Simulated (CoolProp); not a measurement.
Vapour-liquid equilibrium of R143a (1) + isobutane (2) at 201.2 K; x and y are mole fractions of (1).

Model: multi-fluid Helmholtz-energy mixture model, Lemmon and Jacobsen 2000 and Bücker 2006; pair parameters Bell 2016, in CoolProp.

| x | bubble pressure, mixture model (bar) | bubble pressure, Raoult's law (bar) | y, mixture model | y, Raoult's law |
|---|---|---|---|---|
| 0.05 | 0.1191 | 0.05278 | 0.664 | 0.251 |
| 0.15 | 0.2029 | 0.07516 | 0.815 | 0.530 |
| 0.25 | 0.2361 | 0.09754 | 0.848 | 0.680 |
| 0.35 | 0.2474 | 0.1199 | 0.858 | 0.775 |
| 0.45 | 0.2503 | 0.1423 | 0.861 | 0.839 |
| 0.55 | 0.2513 | 0.1647 | 0.862 | 0.886 |
| 0.65 | 0.2531 | 0.1871 | 0.865 | 0.922 |
| 0.75 | 0.2569 | 0.2095 | 0.876 | 0.950 |
| 0.85 | 0.2621 | 0.2318 | 0.900 | 0.973 |
| 0.95 | 0.2659 | 0.2542 | 0.953 | 0.992 |

The largest gap from Raoult's law is +170.0 % in bubble pressure, at x = 0.15. No azeotrope shows between x = 0.05 and 0.95.

The pair parameters rest on a limited set of measurements; away from them the model extrapolates. With so large a gap from Raoult's law the liquid may split in two, which this calculation doesn't test in full.
